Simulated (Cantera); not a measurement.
A perfectly stirred reactor is fed with NH₃ : H₂ = 1 : 22 (molar parts), at 56000 Pa; it is held at 2348 K, and followed from long to short residence time.

Computed with Cantera and the gas-phase N/H chemistry of the illustrative SiF4/NH3 mechanism in the Surface Chemkin manual (1991). Walls and surfaces, which speed up NH3 decomposition in real reactors, are not modelled.

**Question.** What does this change do: pressure from 56000 Pa to 6700 Pa?

**Answer.** 
```json
[
 {"quantity": "x(NH₃) at τ = 19.0 s", "before": "5.67e-5", "after": "2.09e-5"},
 {"quantity": "x(H₂) at τ = 19.0 s", "before": "0.963", "after": "0.934"},
 {"quantity": "x(H) at τ = 19.0 s", "before": "0.0163", "after": "0.0461"},
 {"quantity": "x(NH) at τ = 19.0 s", "before": "1.08e-6", "after": "3.37e-6"},
 {"quantity": "x(N) at τ = 19.0 s", "before": "7.53e-7", "after": "6.90e-6"},
 {"quantity": "x(NH₃) at τ = 0.290 s", "before": "0.000482", "after": "0.000426"},
 {"quantity": "x(H₂) at τ = 0.290 s", "before": "0.963", "after": "0.950"},
 {"quantity": "x(H) at τ = 0.290 s", "before": "0.0158", "after": "0.0295"},
 {"quantity": "x(NH) at τ = 0.290 s", "before": "8.60e-6", "after": "2.70e-5"},
 {"quantity": "x(N) at τ = 0.290 s", "before": "5.85e-6", "after": "3.46e-5"}
]
```
